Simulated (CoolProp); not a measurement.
Vapour-liquid equilibrium of CH2F2 (R32) (1) + R152A (2) at 0.411 bar; x and y are mole fractions of (1).

Model: multi-fluid Helmholtz-energy mixture model, Tillner-Roth 1997 and Outcalt 1996; pair parameters Bell 2016, in CoolProp.

```tsv
x	bubble temperature (K)	y at the bubble point	dew temperature at overall composition x (K)	liquid density (mol/L)
0.05	227.8	0.175	229.8	16.22
0.125	224.4	0.368	228.6	16.73
0.2	221.5	0.508	227.4	17.25
0.275	219.0	0.612	226.1	17.78
0.35	216.9	0.692	224.7	18.32
0.425	215.0	0.756	223.3	18.89
0.5	213.3	0.807	221.7	19.47
0.575	211.8	0.850	219.9	20.08
0.65	210.4	0.885	218.0	20.72
0.725	209.2	0.916	215.9	21.39
0.8	208.0	0.943	213.6	22.09
0.875	206.9	0.966	210.9	22.83
0.95	205.9	0.987	207.7	23.61
```

No azeotrope shows between x = 0.05 and 0.95.

Pair parameters are fitted to limited data, so mixtures are less certain than the pure fluids.
